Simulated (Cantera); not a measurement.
Feed: 1 mol HMDSO, 0.096 mol O₃, 2.1 mol H₂O, held at 1627 °C.

Method: chemical equilibrium by Gibbs-energy minimisation in Cantera with the NASA 1993 tables (ideal gas, pure condensed phases). Candidate condensed phases: C, C₆H₆, C₇H₈, C₈H₁₈, H₂O, Si, SiC, SiO₂; 123 gas species. The feed counts by its element totals alone. The numbers say what is thermodynamically allowed, not how fast it happens.

x: gas mole fraction; n: condensed amount in mol.

| P (Pa) | x H₂ | x CO | x H | x Si | x SiO | x CH₄ | n C(graphite) | n SiC(s) |
|---|---|---|---|---|---|---|---|---|
| 5 | 0.677 | 0.219 | 0.0923 | 0.00937 | 0.00160 | 1.29e-8 | 0.797 | 1.82 |
| 15 | 0.715 | 0.225 | 0.0548 | 0.00312 | 0.00164 | 4.31e-8 | 0.700 | 1.93 |
| 45 | 0.737 | 0.228 | 0.0321 | 0.00104 | 0.00166 | 1.37e-7 | 0.668 | 1.96 |
| 140 | 0.749 | 0.230 | 0.0184 | 0.000335 | 0.00168 | 4.42e-7 | 0.658 | 1.97 |
| 410 | 0.756 | 0.231 | 0.0108 | 0.000114 | 0.00168 | 1.32e-6 | 0.654 | 1.97 |
| 1200 | 0.760 | 0.231 | ___ | ___ | 0.00169 | ___ | 0.653 | 1.97 |
| 3700 | 0.763 | 0.232 | 0.00360 | 1.27e-5 | 0.00169 | 1.21e-5 | 0.653 | 1.98 |
| 11000 | 0.764 | 0.232 | ___ | ___ | 0.00169 | ___ | 0.652 | 1.98 |
| 33000 | 0.765 | 0.232 | 0.00121 | 1.42e-6 | 0.00169 | 0.000108 | 0.651 | 1.98 |
| 100000 | 0.765 | 0.232 | 0.000694 | 4.68e-7 | 0.00169 | 0.000329 | 0.648 | 1.98 |

Complete the blanks.


- 1200, x H: 0.00632
- 1200, x Si: 3.90e-5
- 1200, x CH₄: 3.90e-6
- 11000, x H: 0.00209
- 11000, x Si: 4.26e-6
- 11000, x CH₄: 3.61e-5
